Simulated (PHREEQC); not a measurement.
**Spent oxide etchant: speciation**

Solution (20 °C): 0.057 mol HF, 0.006 mol H2SiF6 and 0.21 mol H3PO4 per kg of water. Closed to the air; pH follows from the charge balance.

Computed with PHREEQC (ion-association model, phreeqc.dat).

```json
{
 "pH": "1.37",
 "ionic_strength": "0.0558 mol/kgw",
 "density": "1.010 g/cm³",
 "total_alkalinity": "-303 meq/kg"
}
```

```json
[
 {"species": "H3PO4", "molality": "0.174", "activity": "0.176", "log γ": "0.006"},
 {"species": "HF", "molality": "0.0553", "activity": "0.0560", "log γ": "0.006"},
 {"species": "H+", "molality": "0.0498", "activity": "0.0424", "log γ": "-0.070"},
 {"species": "H2PO4-", "molality": "0.0364", "activity": "0.0300", "log γ": "-0.084"},
 {"species": "SiF6-2", "molality": "0.00600", "activity": "0.00271", "log γ": "-0.345"},
 {"species": "F-", "molality": "0.00120", "activity": "0.000964", "log γ": "-0.094"},
 {"species": "HF2-", "molality": "0.000244", "activity": "0.000199", "log γ": "-0.088"}
]
```

This is a speciation only: nothing precipitates in the calculation. Species that the database lacks are ignored. SiF6-2 is the database's only silicon fluoride.
